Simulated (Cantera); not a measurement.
Feed: 1 mol SiH2Cl2, 0.11 mol H2O, 9.8 mol H2, 0.13 mol O3, at 2073 K.

Method: chemical equilibrium by Gibbs-energy minimisation in Cantera with the NASA 1993 tables (ideal gas, pure condensed phases). Candidate condensed phases: H2O, Si, SiO2; 30 gas species. The tables' values for SiCl3, SiCl are old estimates; treat these amounts as uncertain. Gases not in the tables: Si2H6 and higher silanes. Equilibrium is a limit: real reactors are often held back by kinetics, nucleation or transport.

### Question
At 1.00 bar, list the 4 most abundant gas species with their mole fractions, and the condensed phases.

### Answer
H2 0.825, HCl 0.102, SiO 0.0402, SiCl2 0.0280. Condensed: Si(l).
